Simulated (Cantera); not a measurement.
A closed system holds: 1 mol Si, 3.4 mol HCl, 10 mol N₂, held at 1.00 Pa.

These are equilibrium values from Cantera (NASA tables, ideal gas, pure condensed phases), not measurements of a reactor. Candidate condensed phases: NH₄Cl, Si, Si₃N₄; 28 gas species. N₂ is the only nitrogen source here; it is nearly inert below about 1500 K, so the nitride shown seldom forms there in practice. Rates play no part.

Over these rows the condensed part is Si₃N₄(s). Partial pressures as log10 of bar:

| T (K) | 1000/T (1/K) | log p SiHCl₃ | log p N₂ | log p HCl | log p H₂ | log p SiCl₄ |
|---|---|---|---|---|---|---|
| 575 | 1.7391 | -11.76 | -5.12 | -5.82 | -6.23 | -6.53 |
| 675 | 1.4815 | ? | -5.12 | -5.76 | -6.32 | -6.62 |
| 775 | 1.2903 | -10.55 | -5.12 | -5.73 | -6.39 | -6.70 |
| 875 | 1.1429 | -10.17 | -5.13 | -5.70 | -6.45 | -6.76 |
| 975 | 1.0256 | -9.87 | -5.13 | -5.69 | -6.50 | -6.81 |
| 1075 | 0.9302 | -9.66 | -5.13 | -5.68 | -6.52 | -6.92 |

### Question
Fit log p(SiHCl₃) = a + b·(1000/T) to the five rows, give the apparent enthalpy, and predict the row at 675 K.

### Answer
Means: 1000/T = 1.2256, log p = -10.402. Sxy = -1.051682, Sxx = 0.4019688, so b = -2.62 and a = -10.402 − (-2.62)×1.2256 = -7.19.
Apparent enthalpy: −19.145 × (-2.62) = 50 kJ/mol. With the condensed phases at unit activity, 1/3 Si₃N₄(s) + 3 HCl(g) = SiHCl₃(g) + 2/3 N₂(g) + H₂(g) links this pressure to the main gases: over the six rows their terms move log p by +0.72 in all, so the slope isn't that reaction's ΔH° alone. The five rows lie within 0.03 of the line.
Prediction at 675 K: -7.19 + (-2.62)×1.4815 = -11.07. The computed value is -11.06, 0.01 from the line.
